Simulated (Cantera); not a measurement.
A jet of 3.36 % CH4, 16.3 % O2, 80.4 % N2 at 300 K and 165 Torr hits a platinum plate 8.7 cm away at a mass flux of 0.076 kg/m²/s; the plate temperature is set and raised in steps from an oxygen-covered start.

Model: Deutschmann's 1995 Pt surface mechanism with GRI-Mech 3.0 gas chemistry, integrated in Cantera. Catalytic surfaces can have several steady states; this one follows from the mechanism file's or the stated starting coverage.

x: mole fraction at the wall; θ: surface coverage.

```tsv
plate T (K)	wall x CH4	wall x O2	wall x H2O	wall x OH	wall x CO	wall x CO2	θ free Pt	θ O*	θ OH*
850	0.0259	0.146	0.0143	<1e-8	5.99e-6	0.00936	0.0978	0.901	0.00139
900	0.0190	0.132	0.0273	___	6.27e-6	0.0179	0.151	0.848	0.00184
950	0.0128	0.118	0.0387	___	5.84e-6	0.0254	0.212	0.786	0.00204
1000	0.00857	0.110	0.0465	___	5.27e-6	0.0305	0.276	0.722	0.00204
1050	0.00596	0.104	0.0512	___	4.83e-6	0.0336	0.342	0.657	0.00192
1100	0.00433	0.101	0.0540	___	4.58e-6	0.0355	0.406	0.592	0.00175
1150	0.00288	0.0985	0.0561	___	6.90e-6	0.0365	0.469	0.529	0.00158
1200	0.00189	0.0965	0.0580	___	9.00e-6	0.0376	0.529	0.469	0.00141
```

Q: Complete the blanks.

A: 
- 900, wall x OH: 2.64e-8
- 950, wall x OH: 7.93e-8
- 1000, wall x OH: 2.16e-7
- 1050, wall x OH: 5.14e-7
- 1100, wall x OH: 1.12e-6
- 1150, wall x OH: 2.32e-6
- 1200, wall x OH: 4.37e-6
